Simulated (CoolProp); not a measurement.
Properties of R1234yf along the isobar 1.11 MPa (Tc = 94.7 °C, pc = 3.384 MPa, ω = 0.276).

Values from CoolProp's reference Helmholtz-energy equation of state, Lemmon 2022.

```json
[
 {"T (°C)": "-64.75", "phase": "liquid", "density (kg/m³)": "1360", "cv (kJ/(kg K))": "0.7805", "Joule-Thomson coefficient (K/MPa)": "…", "Prandtl number": "6.04"},
 {"T (°C)": "-47.95", "phase": "liquid", "density (kg/m³)": "1316", "cv (kJ/(kg K))": "0.8040", "Joule-Thomson coefficient (K/MPa)": "-0.3552", "Prandtl number": "5.08"},
 {"T (°C)": "-31.15", "phase": "liquid", "density (kg/m³)": "1271", "cv (kJ/(kg K))": "0.8291", "Joule-Thomson coefficient (K/MPa)": "-0.3089", "Prandtl number": "4.43"},
 {"T (°C)": "-14.35", "phase": "liquid", "density (kg/m³)": "1223", "cv (kJ/(kg K))": "0.8551", "Joule-Thomson coefficient (K/MPa)": "-0.2483", "Prandtl number": "…"},
 {"T (°C)": "2.45", "phase": "liquid", "density (kg/m³)": "1172", "cv (kJ/(kg K))": "0.8819", "Joule-Thomson coefficient (K/MPa)": "-0.1658", "Prandtl number": "3.57"},
 {"T (°C)": "19.25", "phase": "liquid", "density (kg/m³)": "1116", "cv (kJ/(kg K))": "0.9095", "Joule-Thomson coefficient (K/MPa)": "-0.04575", "Prandtl number": "3.27"},
 {"T (°C)": "36.05", "phase": "liquid", "density (kg/m³)": "1051", "cv (kJ/(kg K))": "…", "Joule-Thomson coefficient (K/MPa)": "0.1499", "Prandtl number": "3.05"},
 {"T (°C)": "52.85", "phase": "gas", "density (kg/m³)": "59.08", "cv (kJ/(kg K))": "0.9285", "Joule-Thomson coefficient (K/MPa)": "18.07", "Prandtl number": "0.955"},
 {"T (°C)": "69.65", "phase": "gas", "density (kg/m³)": "53.38", "cv (kJ/(kg K))": "0.9427", "Joule-Thomson coefficient (K/MPa)": "14.43", "Prandtl number": "0.896"},
 {"T (°C)": "86.45", "phase": "gas", "density (kg/m³)": "49.10", "cv (kJ/(kg K))": "0.9611", "Joule-Thomson coefficient (K/MPa)": "11.93", "Prandtl number": "0.860"},
 {"T (°C)": "103.25", "phase": "gas", "density (kg/m³)": "45.69", "cv (kJ/(kg K))": "…", "Joule-Thomson coefficient (K/MPa)": "10.10", "Prandtl number": "0.837"},
 {"T (°C)": "120.05", "phase": "gas", "density (kg/m³)": "42.86", "cv (kJ/(kg K))": "1.003", "Joule-Thomson coefficient (K/MPa)": "8.703", "Prandtl number": "0.821"},
 {"T (°C)": "136.85", "phase": "gas", "density (kg/m³)": "40.45", "cv (kJ/(kg K))": "1.025", "Joule-Thomson coefficient (K/MPa)": "…", "Prandtl number": "0.810"}
]
```

Task: Complete the blanks.

Result: 
- -64.75, Joule-Thomson coefficient (K/MPa): -0.3911
- -14.35, Prandtl number: 3.94
- 36.05, cv (kJ/(kg K)): 0.9386
- 103.25, cv (kJ/(kg K)): 0.9818
- 136.85, Joule-Thomson coefficient (K/MPa): 7.604

Viscosity comes from a separate model (Bell 2016), an estimate that may be off by 10 % or more. Thermal conductivity comes from a separate model (Perkins 2011).
